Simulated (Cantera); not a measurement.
A closed system holds: 1 mol Fe, 0.45 mol NH3, 12 mol H2, 0.42 mol SO2, at 1973 K and 28.0 Pa.

Equilibrium computed with Cantera from the NASA thermochemical tables; the gas is ideal and each condensed phase is pure. Candidate condensed phases: Fe, FeO, Fe(OH)2, Fe(OH)3, FeS, FeSO4, FeS2, Fe2O3, Fe2(SO4)3, Fe3O4, H2O, H2SO4, S; 38 gas species. The numbers say what is thermodynamically allowed, not how fast it happens.

Base state: H2 0.770, H 0.0708, Fe 0.0677, H2O 0.0512, N2 0.0153, S 0.0105, S2 0.00440, SO 0.00414 (mole fractions); condensed: gas only.

Task: What changes in the equilibrium state with this change: temperature from 1973 K to 1798 K?

Result: 
| species | before | after |
|---|---|---|
| H2 | 0.770 | 0.819 |
| Fe | 0.0677 | 0.0700 |
| H2O | 0.0512 | 0.0560 |
| H | 0.0708 | 0.0190 |
| S | 0.0105 | 0.00413 |
| N2 | 0.0153 | 0.0158 |
| O | 3.02e-5 | 1.54e-6 |
| OH | 0.000446 | 8.56e-5 |
